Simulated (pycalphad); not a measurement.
Computed with pycalphad from the COST 507 light-alloy database (1999), at 1 atm. No gas phase is included, though pure Mg would boil below 1377 °C. The data set is of 1999 and partly superseded. Kinetics are ignored, which matters at the lower temperatures.

Molar enthalpy of Al-6.9Si-10.27Mg (at.%) in equilibrium (SER reference):

| T (°C) | H (kJ/mol) | phases |
|---|---|---|
| 1377 | 51.74 | LIQUID |
| 1297 | 49.20 | LIQUID |
| 1217 | 46.66 | LIQUID |
| 1137 | 44.13 | LIQUID |
| 1057 | 41.59 | LIQUID |
| 977 | 39.05 | LIQUID |
| 897 | 36.52 | LIQUID |
| 817 | 33.99 | LIQUID |
| 737 | 31.46 | LIQUID |
| 657 | 28.93 | LIQUID |
| 617 | 27.67 | LIQUID |
| 577 | 15.90 | FCC_A1 + LIQUID + MG2SI |
| 537 | 11.13 | FCC_A1 + MG2SI + DIAMOND_A4 |
| 497 | 9.74 | FCC_A1 + MG2SI + DIAMOND_A4 |
| 417 | 7.16 | FCC_A1 + MG2SI + DIAMOND_A4 |
| 337 | 4.79 | FCC_A1 + MG2SI + DIAMOND_A4 |
| 257 | 2.56 | FCC_A1 + MG2SI + DIAMOND_A4 |
| 177 | 0.44 | FCC_A1 + MG2SI + DIAMOND_A4 |
| 97 | -1.60 | FCC_A1 + MG2SI + DIAMOND_A4 |

Cooling from 617 °C to 537 °C, across the freezing range, releases 16.5 kJ/mol, or 618 J/g. The slope is 31 J/(mol K) in the liquid and 35 J/(mol K) just below the solidus, where it includes any heat of precipitation. Liquidus 614 °C, solidus 557 °C. Changes were sought between steps of 40 K, so a narrower field can be missed.

Database names, with the compositions (at.%) that they take in these runs: MG2SI: Mg 67 Si 33. FCC_A1 is fcc; DIAMOND_A4 is diamond (Si).
